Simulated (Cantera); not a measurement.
Input (Python, Cantera):

```python
import numpy as np
import cantera as ct

gas = ct.Solution("gri30.yaml")
gas.TPX = 425, 68000, {'CH4': 1, 'O2': 1.33, 'N2': 5.01}
flame = ct.FreeFlame(gas, width=0.052)
flame.set_refine_criteria(ratio=3, slope=0.08, curve=0.16)
flame.transport_model = "mixture-averaged"
flame.solve(loglevel=0, auto=True)
z, T = flame.grid, flame.T
thick = (T[-1] - T[0]) / np.gradient(T, z).max()
show = ['CH4', 'O2', 'NO', 'CO', 'CH2', 'CH2O']
print(f"laminar burning velocity  {flame.velocity[0] * 100:.3f} cm/s")
print(f"burnt temperature         {T[-1]:.1f} K")
print(f"thermal thickness         {thick * 1e3:.4f} mm")
print(f"grid points               {len(z)}")
z0 = z[flame.heat_release_rate.argmax()]
print(f"{'z/mm':>9s}{'T/K':>9s}{'u/(m/s)':>9s}" + "".join(f"{s:>11s}" for s in show))
rows = []
for k in (-3, -2, -1.5, -1, -0.5, -0.25, 0, 0.25, 0.5, 1, 2, 4, 8):
    zz = z0 + k * thick
    rows.append([k * thick, np.interp(zz, z, T), np.interp(zz, z, flame.velocity),
                 *(np.interp(zz, z, flame.X[gas.species_index(s)]) for s in show)])
    print(f"{rows[-1][0] * 1e3:9.3f}{rows[-1][1]:9.1f}{rows[-1][2]:9.3f}" + "".join(f"{x:11.3e}" for x in rows[-1][3:]))
```

Result:

```
laminar burning velocity  24.628 cm/s
burnt temperature         1985.5 K
thermal thickness         1.3051 mm
grid points               122
     z/mm      T/K  u/(m/s)        CH4         O2         NO         CO        CH2       CH2O
   -3.915    426.0    0.248  1.355e-01  1.804e-01  3.719e-10  1.782e-05  1.334e-19  2.078e-07
   -2.610    431.6    0.253  1.342e-01  1.790e-01  2.995e-09  1.369e-04  3.333e-17  2.090e-06
   -1.958    454.2    0.268  1.314e-01  1.764e-01  1.711e-08  6.932e-04  3.422e-15  1.404e-05
   -1.305    578.4    0.347  1.206e-01  1.657e-01  1.778e-07  4.621e-03  1.691e-12  1.307e-04
   -0.653   1034.6    0.636  8.207e-02  1.210e-01  1.957e-06  2.556e-02  8.971e-09  7.472e-04
   -0.326   1407.1    0.878  4.768e-02  7.675e-02  4.063e-06  4.818e-02  9.923e-07  8.549e-04
    0.000   1741.2    1.100  1.599e-02  3.062e-02  7.194e-06  7.231e-02  2.162e-05  3.664e-04
    0.326   1897.4    1.203  4.156e-03  8.177e-03  1.163e-05  8.258e-02  3.338e-05  1.047e-04
    0.653   1947.3    1.235  1.663e-03  2.150e-03  1.588e-05  8.418e-02  1.788e-05  3.657e-05
    1.305   1973.5    1.250  7.339e-04  2.275e-04  2.150e-05  8.384e-02  4.890e-06  9.666e-06
    2.610   1983.7    1.256  4.573e-04  1.146e-05  2.675e-05  8.353e-02  1.242e-06  3.063e-06
    5.221   1986.8    1.259  3.398e-04  7.926e-07  3.186e-05  8.386e-02  4.400e-07  1.372e-06
   10.441   1986.8    1.260  2.248e-04  3.626e-07  3.919e-05  8.456e-02  1.988e-07  7.066e-07
```

Cantera simulation using GRI-Mech 3.0 (53 species, 325 reactions); the numbers are that mechanism's predictions, not measurements. Burning velocities carry a grid error of a few per cent, more on coarse grids.
